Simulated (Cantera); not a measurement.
Input (Python, Cantera):

```python
import numpy as np
import cantera as ct

gas = ct.Solution("gri30.yaml")
gas.TPX = 400, 110000, {'CH4': 1, 'C2H6': 0.049, 'C3H8': 0.65, 'O2': 4.52, 'N2': 17}
flame = ct.FreeFlame(gas, width=0.037)
flame.set_refine_criteria(ratio=3, slope=0.08, curve=0.16)
flame.transport_model = "mixture-averaged"
flame.solve(loglevel=0, auto=True)
z, T = flame.grid, flame.T
thick = (T[-1] - T[0]) / np.gradient(T, z).max()
show = ['CH4', 'C2H6', 'C3H8', 'O', 'NO2', 'CH2CO']
print(f"laminar burning velocity  {flame.velocity[0] * 100:.3f} cm/s")
print(f"burnt temperature         {T[-1]:.1f} K")
print(f"thermal thickness         {thick * 1e3:.4f} mm")
print(f"grid points               {len(z)}")
z0 = z[flame.heat_release_rate.argmax()]
print(f"{'z/mm':>9s}{'T/K':>9s}{'u/(m/s)':>9s}" + "".join(f"{s:>11s}" for s in show))
rows = []
for k in (-3, -2, -1.5, -1, -0.5, -0.25, 0, 0.25, 0.5, 1, 2, 4, 8):
    zz = z0 + k * thick
    rows.append([k * thick, np.interp(zz, z, T), np.interp(zz, z, flame.velocity),
                 *(np.interp(zz, z, flame.X[gas.species_index(s)]) for s in show)])
    print(f"{rows[-1][0] * 1e3:9.3f}{rows[-1][1]:9.1f}{rows[-1][2]:9.3f}" + "".join(f"{x:11.3e}" for x in rows[-1][3:]))
```

Result:

```
laminar burning velocity  67.809 cm/s
burnt temperature         2236.8 K
thermal thickness         0.3053 mm
grid points               149
     z/mm      T/K  u/(m/s)        CH4       C2H6       C3H8          O        NO2      CH2CO
   -0.916    400.1    0.679  4.301e-02  2.108e-03  2.796e-02  1.495e-14  1.311e-10  1.962e-09
   -0.611    401.8    0.684  4.284e-02  2.103e-03  2.790e-02  3.043e-12  2.997e-09  7.042e-08
   -0.458    408.7    0.698  4.251e-02  2.097e-03  2.780e-02  4.387e-11  1.658e-08  5.065e-07
   -0.305    476.4    0.822  4.065e-02  2.111e-03  2.730e-02  3.939e-09  1.695e-07  1.227e-05
   -0.153    926.5    1.647  3.043e-02  2.619e-03  1.934e-02  2.735e-06  2.708e-07  2.812e-04
   -0.076   1363.1    2.488  1.928e-02  2.071e-03  6.195e-03  7.227e-05  7.448e-08  8.468e-04
    0.000   1754.8    3.259  6.388e-03  2.271e-04  1.586e-04  5.603e-04  1.224e-08  7.359e-04
    0.076   1937.8    3.605  8.333e-04  2.205e-06  1.330e-07  1.501e-03  2.959e-09  1.242e-04
    0.153   1990.7    3.692  5.979e-05  7.552e-09  1.327e-11  2.099e-03  2.667e-09  8.131e-06
    0.305   2028.9    3.741  2.710e-07  2.219e-13  1.183e-18  2.074e-03  2.812e-09  2.733e-08
    0.611   2071.0    3.803  8.405e-11  5.908e-19  2.467e-26  1.623e-03  2.832e-09  9.804e-12
    1.221   2120.5    3.882  1.198e-14  4.617e-25  2.020e-37  1.075e-03  2.911e-09  1.401e-16
    2.443   2168.6    3.959  1.079e-14 -7.023e-28 -3.865e-39  5.881e-04  2.989e-09  7.665e-17
```

Cantera simulation using GRI-Mech 3.0 (53 species, 325 reactions); the numbers are that mechanism's predictions, not measurements. GRI-Mech 3.0 was tuned for natural gas; its chemistry of propane as a main component is partial and can be far from experiment. Burning velocities carry a grid error of a few per cent, more on coarse grids.
